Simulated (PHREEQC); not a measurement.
## Copper plating or etch bath (model solution)

Consider water at 25 °C with 2.5 mmol/kgw Cu(BF4)2, 0.04 mmol/kgw HNO3 and 0.00044 mmol/kgw NaCl. Closed to the air; pH follows from the charge balance.

Equilibrium calculation in PHREEQC: ion-association model, phreeqc.dat.

Precipitation was switched off in this run.

Question: Estimate the pH, ionic strength.

Answer: pH 2.98; ionic strength 0.00850 mol/kgw.

Question: In which forms is B present?

Answer: BF4- 66 %, H3BO3 22 %, BF3OH- 8.2 %, BF2(OH)2- 3.8 % of the B.

Real BF4- forms and hydrolyses slowly; the run takes it at equilibrium.
